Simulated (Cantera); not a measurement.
Input (Python, Cantera):

```python
import numpy as np
import cantera as ct

gas = ct.Solution("gri30.yaml")
gas.TPX = 375, 860000, {'CH4': 1, 'C2H6': 0.086, 'O2': 1.7, 'N2': 6.41, 'CO2': 0.28}
flame = ct.FreeFlame(gas, width=0.0089)
flame.set_refine_criteria(ratio=3, slope=0.08, curve=0.16)
flame.transport_model = "mixture-averaged"
flame.solve(loglevel=0, auto=True)
z, T = flame.grid, flame.T
thick = (T[-1] - T[0]) / np.gradient(T, z).max()
show = ['CH4', 'C2H6', 'O2', 'H2', 'HO2', 'CH2O']
print(f"laminar burning velocity  {flame.velocity[0] * 100:.3f} cm/s")
print(f"burnt temperature         {T[-1]:.1f} K")
print(f"thermal thickness         {thick * 1e3:.4f} mm")
print(f"grid points               {len(z)}")
z0 = z[flame.heat_release_rate.argmax()]
print(f"{'z/mm':>9s}{'T/K':>9s}{'u/(m/s)':>9s}" + "".join(f"{s:>11s}" for s in show))
rows = []
for k in (-3, -2, -1.5, -1, -0.5, -0.25, 0, 0.25, 0.5, 1, 2, 4, 8):
    zz = z0 + k * thick
    rows.append([k * thick, np.interp(zz, z, T), np.interp(zz, z, flame.velocity),
                 *(np.interp(zz, z, flame.X[gas.species_index(s)]) for s in show)])
    print(f"{rows[-1][0] * 1e3:9.3f}{rows[-1][1]:9.1f}{rows[-1][2]:9.3f}" + "".join(f"{x:11.3e}" for x in rows[-1][3:]))
```

Output:

```
laminar burning velocity  9.624 cm/s
burnt temperature         2007.2 K
thermal thickness         0.2118 mm
grid points               125
     z/mm      T/K  u/(m/s)        CH4       C2H6         O2         H2        HO2       CH2O
   -0.635    375.5    0.097  1.053e-01  9.060e-03  1.790e-01  1.855e-03  7.713e-09  1.099e-07
   -0.424    382.5    0.099  1.044e-01  9.022e-03  1.780e-01  5.383e-03  1.487e-07  3.444e-06
   -0.318    410.8    0.107  1.021e-01  8.934e-03  1.752e-01  9.654e-03  8.560e-07  2.386e-05
   -0.212    553.4    0.145  9.267e-02  8.429e-03  1.626e-01  1.685e-02  7.925e-06  1.932e-04
   -0.106   1036.9    0.277  6.202e-02  5.465e-03  1.140e-01  2.595e-02  9.188e-05  1.156e-03
   -0.053   1428.8    0.387  3.607e-02  2.304e-03  6.923e-02  3.041e-02  1.307e-04  1.404e-03
    0.000   1774.8    0.484  1.370e-02  3.979e-04  2.753e-02  3.353e-02  3.841e-05  3.811e-04
    0.053   1938.0    0.530  5.032e-03  4.464e-05  8.221e-03  3.481e-02  7.455e-06  9.442e-05
    0.106   1989.3    0.544  2.855e-03  9.394e-06  2.707e-03  3.593e-02  1.652e-06  3.658e-05
    0.212   2011.7    0.550  1.782e-03  1.590e-06  4.861e-04  3.779e-02  1.762e-07  1.174e-05
    0.424   2014.6    0.551  1.148e-03  3.779e-07  3.841e-05  3.992e-02  1.087e-08  4.857e-06
    0.847   2011.9    0.551  6.361e-04  1.024e-07  7.130e-07  4.184e-02  3.432e-10  2.378e-06
    1.694   2009.0    0.551  2.470e-04  1.500e-08  1.797e-07  4.324e-02  1.848e-10  8.648e-07
```

Detailed kinetics in Cantera: GRI-Mech 3.0 (53 species, 325 reactions). Burning velocities carry a grid error of a few per cent, more on coarse grids.
